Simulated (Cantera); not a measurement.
Input: 1 mol C2H5OH, 0.11 mol O2, 1.5 mol N2, equilibrated at 1800 °C and 10.0 mbar.

Cantera equilibrium calculation (NASA polynomials, part measured and part estimated; ideal gas, pure solids and liquids). Candidate condensed phases: C, C6H6, C7H8, C8H18, H2O; 136 gas species. Kinetics and transport are ignored.

Base state: H2 0.506, N2 0.256, CO 0.211, H 0.0187, HCN 0.00700, C2H2 (acetylene) 0.000621, HNC 0.000452 (mole fractions); condensed: C(graphite).

Task: What changes in the equilibrium state with this change: pressure from 10.0 mbar to 0.150 bar?

Result: 
```json
[
 {"species": "H2", "before": "0.506", "after": "0.516"},
 {"species": "N2", "before": "0.256", "after": "0.258"},
 {"species": "CO", "before": "0.211", "after": "0.213"},
 {"species": "H", "before": "0.0187", "after": "0.00488"},
 {"species": "CH4", "before": "9.01e-7", "after": "1.41e-5"},
 {"species": "C2H2 (acetylene)", "before": "0.000621", "after": "0.000633"},
 {"species": "C(graphite), mol", "before": "0.730", "after": "0.729"}
]
```

Task: What changes in the equilibrium state with this change: O2 from 0.11 to 1.1 mol?

Result: 
```
species             before     after
----------------  --------  --------
H2                   0.506     0.297
CO                   0.211     0.276
N2                   0.256     0.229
H2O                9.46e-8     0.153
CO2                8.15e-9    0.0293
H                   0.0187    0.0144
HCN                0.00700   2.41e-9
OH                   <1e-9  0.000840
C2H2 (acetylene)  0.000621     <1e-9
C(graphite), mol     0.730         0
```

Task: What changes in the equilibrium state with this change: O2 from 0.11 to 0.68 mol?

Result: 
```tsv
species	before	after
H2	0.506	0.402
CO	0.211	0.298
N2	0.256	0.229
H2O	9.46e-8	0.0474
H	0.0187	0.0167
CO2	8.15e-9	0.00725
C2H2 (acetylene)	0.000621	<1e-9
HCN	0.00700	1.32e-8
C(graphite), mol	0.730	0
```
